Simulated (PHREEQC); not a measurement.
Synthetic water in mg/kgw, 25 °C, pH 1.87, pe 8.9:

| constituent | mg/kgw |
|---|---|
| Na | 463 |
| K | 113 |
| Ca | 59.7 |
| Mg | 29.2 |
| Cl | 311 |
| S(6) as SO4 | 2250 |
| Fe(3) | 4.8 |

Valence states are taken as typed.

Equilibrium calculation in PHREEQC: ion-association model, wateq4f.dat.

Task: The ionic strength comes out as 0.0571 mol/kgw. What activity coefficients do CaHSO4+, HSO4-, Mg+2, Cl-, NaSO4- get?

Result: CaHSO4+ 0.81, HSO4- 0.81, Mg+2 0.47, Cl- 0.80, NaSO4- 0.82.

No solid was allowed to form. Examples of supersaturated solids here: Hematite (slow to form), Goethite (slow to form). Others may be too. Species that the database lacks are ignored.
